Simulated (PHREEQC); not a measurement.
## Alkaline etch or developer with buffer: an equilibrium model

Solution A (0.24 mol/kgw NaOH, 4.2e-07 mol/kgw H4SiO4 and 0.00071 mol/kgw (CH3)4NCl) is mixed with solution B (0.0064 mol H3BO3, 5.6e-05 mol NH3 and 0.066 mol NaCl per kg of water) at 25 °C; shares are by mass of water, 1 kg in all. Oxygen alone is held at its pressure in air (log pO2 = -0.68). CO2 from the air is kept out. The run lets Quartz, Halite precipitate or redissolve, and no other solid.

All values are PHREEQC results (ion-association model, phreeqc.dat), not measurements.

**Question.** Predict pH at share of solution B = 0.15, 0.2, 0.65, 0.95.

**Answer.** 
```csv
share of solution B,pH
0.15,13.15
0.2,13.13
0.65,12.77
0.95,11.66
```

(CH3)4N+ isn't in the database: it is added as a free cation with an ion size of 4 Å.
